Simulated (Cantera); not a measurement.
Charge: 1 mol SiCl₄, 2.1 mol Cl₂, 1 mol H₂, equilibrated at 1100 K and 28.0 bar.

Cantera equilibrium calculation (NASA polynomials, part measured and part estimated; ideal gas, pure solids and liquids). Candidate condensed phases: Si; 19 gas species. Rates play no part.

Base state: HCl 0.488, Cl₂ 0.268, SiCl₄ 0.244, Cl 0.000148 (mole fractions); condensed: gas only.

Problem. What changes in the equilibrium state with this change: pressure from 28.0 bar to 0.190 bar?

Solution. 
```tsv
species	before	after
HCl	0.488	0.487
Cl₂	0.268	0.267
SiCl₄	0.244	0.244
Cl	0.000148	0.00180
```

Problem. What changes in the equilibrium state with this change: H₂ from 1 to 17 mol?

Solution. 
```
species    before    after
-------  --------  -------
H₂          <1e-9    0.739
HCl         0.488    0.211
SiCl₄       0.244   0.0473
Cl₂         0.268    <1e-9
SiHCl₃      <1e-9  0.00244
Cl       0.000148  1.08e-9
SiCl₃     1.12e-9  2.99e-5
```
The tables' values for SiCl₃ are old estimates; treat these amounts as uncertain.
